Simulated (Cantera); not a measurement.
An isothermal, constant-pressure homogeneous reactor starts with 20.4 % C₂H₄, 79.6 % H₂, at 1198 K and 0.0263 atm.

Detailed kinetics in Cantera: GRI-Mech 3.0 (53 species, 325 reactions). GRI-Mech 3.0 was tuned for natural gas; its chemistry of ethylene as a main component is partial and can be far from experiment. GRI-Mech 3.0 stops at C3 and has no aromatics, soot or wall deposition, so with more carbon than oxygen in the feed, carbon stays in small species such as C2H2 where larger ones or solid carbon would form. Radical loss at walls, strong at low pressure, is not modelled.

x: mole fraction; the columns are a selection and need not sum to one.

| t (s) | x C₂H₄ | x H₂ | x H | x C₂H₆ | x CH₂ | x CH₃ |
|---|---|---|---|---|---|---|
| 0.000600 | 0.204 | 0.796 | 1.25e-10 | 3.12e-11 | <1e-12 | <1e-12 |
| 0.00211 | 0.204 | 0.796 | 4.56e-10 | 2.79e-10 | <1e-12 | <1e-12 |
| 0.00744 | 0.204 | 0.796 | ? | 3.01e-9 | <1e-12 | <1e-12 |
| 0.0262 | 0.204 | 0.796 | ? | 3.59e-8 | <1e-12 | 2.21e-12 |
| 0.0923 | 0.204 | 0.796 | ? | 4.69e-7 | <1e-12 | 2.95e-11 |
| 0.325 | 0.204 | 0.796 | ? | 1.29e-5 | <1e-12 | 1.09e-9 |
| 1.14 | 0.192 | 0.798 | ? | 0.000484 | 3.29e-12 | 1.61e-7 |
| 4.03 | 0.136 | 0.805 | 5.44e-6 | 0.000417 | 3.85e-12 | 5.05e-7 |
| 14.2 | 0.0594 | 0.815 | 5.26e-6 | 0.000182 | 4.26e-12 | 1.05e-6 |
| 50.0 | 0.0356 | 0.814 | 4.85e-6 | 0.000108 | 5.94e-12 | 1.84e-6 |

### Question
Some entries are withheld; supply them.

### Answer

- 0.00744, x H: 1.62e-9
- 0.0262, x H: 5.80e-9
- 0.0923, x H: 2.38e-8
- 0.325, x H: 3.14e-7
- 1.14, x H: 4.91e-6
